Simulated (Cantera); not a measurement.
A Cantera script and what it prints.

```python
import numpy as np
import cantera as ct

gas_names = """
    H HNO HNO2 HNO3 HO2 H2 H2O H2O2 N NH NH2 NH3 NH2OH NO NO2 NO3 N2 N2H2 N2H4 N2O O OH O2 O3 Si SiH
    SiH2 SiH3 SiH4 SiN SiO SiO2 Si2 Si2N Si3
""".split()
cond_names = """
    H2O(s) H2O(L) Si(cr) Si(L) SiO2(Lqz) SiO2(hqz) SiO2(L) Si2N2O(s) Si3N4(a)
""".split()


# ... load() reads the species with a 1 bar reference pressure and builds the phases ...
atoms = {
    'Si3N4': {'Si': 3, 'N': 4},
    'O2': {'O': 2},
    'H2': {'H': 2},
}
top_T = {'Si2N2O(s)': 2100, 'Si3N4(a)': 2400}  # K; cautious upper limits of use, not melting points


# ... equilibrate(T, P, feed) seeds the gas with the atoms and calls Mixture.equilibrate('TP', solver="vcs", rtol=1e-11, max_steps=5000) ...
results = []
feed = {'Si3N4': 1, 'O2': 0.0052, 'H2': 79}  # mol
T = 1225  # K
P = 5200  # Pa
mix = equilibrate(T, P, feed)
results.append((T, P, feed, dict(zip(mix.species_names, mix.species_moles))))
x = sorted(zip(gas.X, gas.species_names), reverse=True)
print(f"T = {T:g} K  P = {P:g} Pa  gas = {mix.phase_moles(0):.4g} mol")
print("   x: " + "  ".join(f"{s} {v:.3e}" for v, s in x if v > 0.001))
print("   condensed (mol): " + ("  ".join(f"{mix.phase(i).name} {mix.phase_moles(i):.4g}"
      for i in range(1, mix.n_phases) if mix.phase_moles(i) > 1e-12) or "none"))
```

It prints:

```
T = 1225 K  P = 5200 Pa  gas = 79 mol
   x: H2 1.000e+00
   condensed (mol): Si2N2O(s) 0.0104  Si3N4(a) 0.9931
```

These are equilibrium values from Cantera (NASA tables, ideal gas, pure condensed phases), not measurements of a reactor. Mutual solubility and eutectic melting of coexisting phases are not modelled.
